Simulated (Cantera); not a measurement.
A closed system holds: 1 mol MgO, 0.057 mol HCl, equilibrated at 902 °C and 0.100 bar.

Method: chemical equilibrium by Gibbs-energy minimisation in Cantera with the NASA 1993 tables (ideal gas, pure condensed phases). Candidate condensed phases: H2O, Mg, MgCl2, MgO, Mg(OH)2; 22 gas species. Rates play no part.

Q: What is the equilibrium state?

A: 
* **x(HCl)**: 0.969
* **x(H2O)**: 0.0152
* **x(MgCl2)**: 0.0152
* **x(Cl)**: 4.97e-5
* **x(H2)**: 4.37e-5
* **x(Cl2)**: 1.88e-5
* **n(MgO(s))**: 0.999 mol
* **gas amount**: 0.05700 mol
* **log10 activity of Mg(l) (absent)**: -15.44
